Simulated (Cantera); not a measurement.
Input (Python, Cantera) and output of one run.

```python
import numpy as np
import cantera as ct

gas_names = """
    B BCL BCL2 BCL3 BH BH2 BH3 BO BOCL BO2 B2 B2O B2O2 B2O3 B3O3CL3 B3O3H3 CL CLO CL2 H HBO HBO2 HCL
    HOCL HO2 H2 H2O H2O2 H3B3O6 O OH O2 O3
""".split()
cond_names = """
    B(b) B(L) B2O3(L) B3O3H3(cr) H2O(s) H2O(L)
""".split()


# ... load() reads the species with a 1 bar reference pressure and builds the phases ...
atoms = {
    'BCl3': {'B': 1, 'CL': 3},
    'H2O': {'H': 2, 'O': 1},
}
top_T = {}  # K; cautious upper limits of use, not melting points


# ... equilibrate(T, P, feed) seeds the gas with the atoms and calls Mixture.equilibrate('TP', solver="vcs", rtol=1e-11, max_steps=5000) ...
results = []
feed = {'BCl3': 1, 'H2O': 0.053}  # mol
T = 948.15  # K
P = 2000  # Pa
mix = equilibrate(T, P, feed)
results.append((T, P, feed, dict(zip(mix.species_names, mix.species_moles))))
x = sorted(zip(gas.X, gas.species_names), reverse=True)
print(f"T = {T:g} K  P = {P:g} Pa  gas = {mix.phase_moles(0):.4g} mol")
print("   x: " + "  ".join(f"{s} {v:.3e}" for v, s in x if v > 0.0001))
print("   condensed (mol): " + ("  ".join(f"{mix.phase(i).name} {mix.phase_moles(i):.4g}"
      for i in range(1, mix.n_phases) if mix.phase_moles(i) > 1e-12) or "none"))
```

It prints:

```
T = 948.15 K  P = 2000 Pa  gas = 1.071 mol
   x: BCL3 8.845e-01  HCL 9.900e-02  B3O3CL3 1.650e-02
   condensed (mol): none
```

Cantera equilibrium calculation (NASA polynomials, part measured and part estimated; ideal gas, pure solids and liquids).
